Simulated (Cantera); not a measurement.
**Ignition delay**

Mixture: 14.5 % CH₄, 16.1 % O₂, 60.7 % N₂, 8.71 % H₂O, equivalence ratio 1.8, at 1.00 bar, adiabatic and at constant pressure. Ignition delay is the time to a rise of 400 K.

Detailed kinetics in Cantera: GRI-Mech 3.0 (53 species, 325 reactions).

```csv
T0 (K),delay (ms)
1273,29.8
1348,11.4
1423,4.60
1498,1.95
1573,0.882
1648,0.431
1723,0.229
1798,0.131
1873,0.0807
```

| Item | Result |
|---|---|
| apparent activation energy between 1723 and 1873 K | 190 kJ/mol |
